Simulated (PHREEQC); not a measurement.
Dissolve 0.22 mol/kgw HF, 0.032 mol/kgw H2SiF6 and 0.062 mol/kgw HCl at 25 °C. Closed to the air; pH follows from the charge balance.

Equilibrium calculation in PHREEQC: ion-association model, phreeqc.dat.

| quantity | before | after |
|---|---|---|
| pH | 0.98 | 1.24 |
| ionic strength (mol/kgw) | 0.162 | 0.0678 |
| HF (mol/kgw) | 0.215 | 0.212 |
| F- (mol/kgw) | 0.00197 | 0.00318 |
| HF2- (mol/kgw) | 0.00161 | 0.00258 |

**Question.** What was changed between the two runs?
A. diluted 2-fold with water
B. temperature from 25 to 40 °C
C. H2SiF6 left out
D. 0.02 mol/kgw NaOH added
E. 0.016 mol/kgw H2SO4 added

**Answer.** C, H2SiF6 left out

This is a speciation only: nothing precipitates in the calculation. SiF6-2 is the database's only silicon fluoride.
